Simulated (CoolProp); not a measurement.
Vapour-liquid equilibrium of n-hexane (1) + m-xylene (2) at 131.85 °C; x and y are mole fractions of (1).

Model: multi-fluid Helmholtz-energy mixture model, Thol 2019 and Zhou 2012; pair parameters Bell 2016, in CoolProp.

Task: Give the bubble pressure and the first vapour's composition at x = 0.35, 0.5, 0.8. Is there an azeotrope?

Result: x = 0.35: 2.567 bar, y = 0.773; x = 0.5: 3.259 bar, y = 0.854; x = 0.8: 4.416 bar, y = 0.944. No azeotrope shows between x = 0.05 and 0.95.

The pair parameters rest on a limited set of measurements; away from them the model extrapolates.
